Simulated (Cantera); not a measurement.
Equilibrium for silicon carbide growth: CH3SiH3 + CH4 + H2

Feed: 1 mol CH3SiH3, 1.5 mol CH4, 16 mol H2, at 0.00133 bar.

Method: chemical equilibrium by Gibbs-energy minimisation in Cantera with the NASA 1993 tables (ideal gas, pure condensed phases). Candidate condensed phases: C, C6H6, C7H8, C8H18, Si, SiC; 87 gas species. The feed counts by its element totals alone. Gases not in the tables: Si2H6 and higher silanes. Equilibrium is a limit: real reactors are often held back by kinetics, nucleation or transport.

From 1723 K to 2173 K the condensed part is C(graphite) + SiC(s). From 2248 K to 2398 K the condensed part is C(graphite). The main Si-bearing gas is Si throughout.

```tsv
T (K)	log p H2	log p H	log p Si	log p SiC2	log p C2H2 (acetylene)	log p Si2C	n C(graphite)	n SiC(s)
1723	-2.88	-5.18	-7.79	-9.83	-6.92	-9.95	1.50	1.000
1798	-2.88	-4.89	-7.13	-8.97	-6.64	-9.11	1.49	0.999
1873	-2.88	-4.63	-6.53	-8.19	-6.39	-8.35	1.49	0.995
1948	-2.89	-4.39	-5.98	-7.47	-6.16	-7.64	1.49	0.981
2023	-2.90	-4.17	-5.47	-6.81	-5.95	-6.99	1.52	0.935
2098	-2.92	-3.97	-5.00	-6.19	-5.76	-6.39	1.61	0.795
2173	-2.94	-3.79	-4.55	-5.62	-5.60	-5.83	1.91	0.389
2248	-2.98	-3.63	-4.36	-5.30	-5.46	-5.74	2.14	0
2323	-3.02	-3.48	-4.38	-5.20	-5.34	-6.05	2.05	0
2398	-3.08	-3.34	-4.40	-5.12	-5.24	-6.38	1.93	0
```
log p: log10 of the partial pressure in bar; n: condensed amount in mol.
